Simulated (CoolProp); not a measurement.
R1234ze(E) along the isotherm 420 K: density (kg/m³) from the reference equation and from simpler models built on Tc = 382.5 K, pc = 3635 kPa, ω = 0.313; each cubic takes its own stable root.

Model: reference Helmholtz-energy equation of state, Thol 2016, in CoolProp.

```json
[
 {"p (kPa)": "1070", "phase": "gas", "reference": "[?]", "ideal gas": "34.94", "van der Waals": "37.72", "Redlich-Kwong": "37.97", "Soave-Redlich-Kwong": "37.75", "Peng-Robinson": "38.16"},
 {"p (kPa)": "2140", "phase": "gas", "reference": "83.31", "ideal gas": "69.89", "van der Waals": "83.02", "Redlich-Kwong": "83.95", "Soave-Redlich-Kwong": "82.71", "Peng-Robinson": "84.57"},
 {"p (kPa)": "3210", "phase": "gas", "reference": "140.5", "ideal gas": "104.8", "van der Waals": "141.8", "Redlich-Kwong": "143.1", "Soave-Redlich-Kwong": "138.6", "Peng-Robinson": "143.5"},
 {"p (kPa)": "4290", "phase": "supercritical", "reference": "219.3", "ideal gas": "140.1", "van der Waals": "233.3", "Redlich-Kwong": "228.2", "Soave-Redlich-Kwong": "213.2", "Peng-Robinson": "223.5"},
 {"p (kPa)": "5360", "phase": "supercritical", "reference": "[?]", "ideal gas": "175.0", "van der Waals": "391.5", "Redlich-Kwong": "359.5", "Soave-Redlich-Kwong": "314.3", "Peng-Robinson": "332.9"},
 {"p (kPa)": "6430", "phase": "supercritical", "reference": "488.8", "ideal gas": "210.0", "van der Waals": "479.5", "Redlich-Kwong": "488.7", "Soave-Redlich-Kwong": "427.2", "Peng-Robinson": "456.2"},
 {"p (kPa)": "7500", "phase": "supercritical", "reference": "604.3", "ideal gas": "244.9", "van der Waals": "525.0", "Redlich-Kwong": "568.0", "Soave-Redlich-Kwong": "513.6", "Peng-Robinson": "553.5"},
 {"p (kPa)": "8570", "phase": "supercritical", "reference": "675.4", "ideal gas": "279.9", "van der Waals": "556.0", "Redlich-Kwong": "621.6", "Soave-Redlich-Kwong": "574.6", "Peng-Robinson": "[?]"},
 {"p (kPa)": "9640", "phase": "supercritical", "reference": "723.6", "ideal gas": "314.8", "van der Waals": "579.7", "Redlich-Kwong": "662.1", "Soave-Redlich-Kwong": "620.7", "Peng-Robinson": "676.4"},
 {"p (kPa)": "10700", "phase": "supercritical", "reference": "759.3", "ideal gas": "349.4", "van der Waals": "598.7", "Redlich-Kwong": "694.5", "Soave-Redlich-Kwong": "657.2", "Peng-Robinson": "718.5"},
 {"p (kPa)": "11800", "phase": "supercritical", "reference": "788.7", "ideal gas": "385.4", "van der Waals": "615.4", "Redlich-Kwong": "722.8", "Soave-Redlich-Kwong": "688.8", "Peng-Robinson": "754.8"},
 {"p (kPa)": "12900", "phase": "supercritical", "reference": "813.0", "ideal gas": "421.3", "van der Waals": "629.8", "Redlich-Kwong": "747.2", "Soave-Redlich-Kwong": "715.9", "Peng-Robinson": "785.8"},
 {"p (kPa)": "13900", "phase": "supercritical", "reference": "832.0", "ideal gas": "453.9", "van der Waals": "641.4", "Redlich-Kwong": "766.9", "Soave-Redlich-Kwong": "737.5", "Peng-Robinson": "810.6"},
 {"p (kPa)": "15000", "phase": "supercritical", "reference": "850.2", "ideal gas": "489.9", "van der Waals": "[?]", "Redlich-Kwong": "786.3", "Soave-Redlich-Kwong": "758.7", "Peng-Robinson": "834.9"}
]
```

Problem. Fill in the missing entries.

Solution. 
- 1070, reference: 37.88
- 5360, reference: 336.4
- 8570, Peng-Robinson: 623.4
- 15000, van der Waals: 652.9
